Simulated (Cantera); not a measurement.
Feed: 1 mol NaOH, 0.043 mol H₂, at 1.00 bar.

These are equilibrium values from Cantera (NASA tables, ideal gas, pure condensed phases), not measurements of a reactor. Candidate condensed phases: H₂O, Na, NaOH, NaO₂, Na₂O, Na₂O₂; 16 gas species. Kinetics and transport are ignored. All values below are at 802 °C.

Base state: H₂ 0.989, H₂O 0.00564, Na 0.00561, NaOH 0.000206, NaH 1.75e-5 (mole fractions); condensed: NaOH(l).

### Question
What changes in the equilibrium state with this change: pressure from 1.00 bar to 39.0 Pa?

### Answer
```tsv
species	before	after
NaOH	0.000206	0.529
H₂O	0.00564	0.228
Na	0.00561	0.228
H₂	0.989	0.000157
Na₂(OH)₂	6.29e-6	0.0161
NaH	1.75e-5	1.77e-7
NaOH(l), mol	1.000	0.702
```
